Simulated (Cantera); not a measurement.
Diamond growth

A diamond (100) surface in a fixed gas of H2 with x(CH4) = 0.0035, x(CH3) = 4.1e-05, at 1150 K, 0.0340 bar; coverages are run to steady state.

Detailed kinetics in Cantera: the Harris–Goodwin 1993 mechanism for the reconstructed diamond (100) surface.

```json
[
 {"x(H)": "0.0001", "growth (µm/h)": "0.0242", "θ c6HH": "0.606", "θ c6H*": "0.0255", "θ c6*H": "0.361", "θ c6**": "0.00539", "θ c6HM": "0.000920"},
 {"x(H)": "0.0002", "growth (µm/h)": "0.0496", "θ c6HH": "0.549", "θ c6H*": "0.0289", "θ c6*H": "0.410", "θ c6**": "0.00950", "θ c6HM": "0.00112"},
 {"x(H)": "0.0004", "growth (µm/h)": "0.0914", "θ c6HH": "0.514", "θ c6H*": "0.0309", "θ c6*H": "0.438", "θ c6**": "0.0141", "θ c6HM": "0.00127"},
 {"x(H)": "0.00081", "growth (µm/h)": "0.160", "θ c6HH": "0.494", "θ c6H*": "0.0320", "θ c6*H": "0.454", "θ c6**": "0.0181", "θ c6HM": "0.00134"},
 {"x(H)": "0.0016", "growth (µm/h)": "0.265", "θ c6HH": "0.483", "θ c6H*": "0.0326", "θ c6*H": "0.461", "θ c6**": "0.0208", "θ c6HM": "0.00129"},
 {"x(H)": "0.0033", "growth (µm/h)": "0.433", "θ c6HH": "0.477", "θ c6H*": "0.0329", "θ c6*H": "0.466", "θ c6**": "0.0226", "θ c6HM": "0.00113"},
 {"x(H)": "0.0066", "growth (µm/h)": "0.641", "θ c6HH": "0.474", "θ c6H*": "0.0330", "θ c6*H": "0.468", "θ c6**": "0.0235", "θ c6HM": "0.000883"},
 {"x(H)": "0.013", "growth (µm/h)": "0.853", "θ c6HH": "0.473", "θ c6H*": "0.0332", "θ c6*H": "0.469", "θ c6**": "0.0240", "θ c6HM": "0.000613"},
 {"x(H)": "0.027", "growth (µm/h)": "1.04", "θ c6HH": "0.473", "θ c6H*": "0.0333", "θ c6*H": "0.469", "θ c6**": "0.0243", "θ c6HM": "0.000367"}
]
```
θ: site fractions in the mechanism's names (c6HH fully hydrogenated, c6H* and c6*H radical sites, c6** diradical, c6HM methylated).
